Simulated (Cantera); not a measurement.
Charge: 1 mol HI, 0.12 mol H2, 0.96 mol O2, equilibrated at 2150 °C and 9300000 Pa.

These are equilibrium values from Cantera (NASA tables, ideal gas, pure condensed phases), not measurements of a reactor. Candidate condensed phases: H2O, I2; 12 gas species. The ideal-gas law is rough above about 30 bar. Equilibrium is a limit: real reactors are often held back by kinetics, nucleation or transport.

Base state: I 0.337, O2 0.304, H2O 0.280, I2 0.0590, HI 0.0116, OH 0.00667, O 0.000561, H2 0.000213 (mole fractions); condensed: gas only.

Task: What changes in the equilibrium state with this change: pressure from 9300000 Pa to 1330 Pa?

Result: 
| species | before | after |
|---|---|---|
| I | 0.337 | 0.415 |
| O2 | 0.304 | 0.249 |
| H2O | 0.280 | 0.209 |
| I2 | 0.0590 | 1.28e-5 |
| H | 2.68e-5 | 0.0186 |
| O | 0.000561 | 0.0424 |
| H2 | 0.000213 | 0.0146 |
| HI | 0.0116 | 0.00141 |
| OH | 0.00667 | 0.0501 |
| HO2 | 8.01e-5 | 6.51e-6 |

Task: What changes in the equilibrium state with this change: pressure from 9300000 Pa to 100000 Pa?

Result: 
| species | before | after |
|---|---|---|
| I | 0.337 | 0.431 |
| O2 | 0.304 | 0.279 |
| H2O | 0.280 | 0.257 |
| I2 | 0.0590 | 0.00103 |
| OH | 0.00667 | 0.0194 |
| HI | 0.0116 | 0.00466 |
| H | 2.68e-5 | 0.000786 |
| O | 0.000561 | 0.00518 |
